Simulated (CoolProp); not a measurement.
Vapour-liquid equilibrium of propane (1) + R227EA (2) at 20.85 °C; x and y are mole fractions of (1).

The numbers come from the multi-fluid Helmholtz-energy mixture model, Lemmon 2009 and Lemmon 2016; pair parameters Bell 2016 in CoolProp.

```tsv
x	bubble pressure, mixture model (MPa)	bubble pressure, Raoult's law (MPa)	y, mixture model	y, Raoult's law
0.05	0.4833	0.4225	0.191	0.101
0.2	0.6755	0.4908	0.469	0.349
0.35	0.7915	0.5592	0.590	0.535
0.5	0.8578	0.6275	0.663	0.682
0.65	0.8954	0.6959	0.725	0.799
0.8	0.9101	0.7642	0.800	0.895
0.95	0.8831	0.8326	0.929	0.976
```

The largest gap from Raoult's law is +41.5 % in bubble pressure, at x = 0.35. y crosses x between x = 0.65 and 0.8: the model has an azeotrope there.

The pair parameters rest on a limited set of measurements; away from them the model extrapolates.
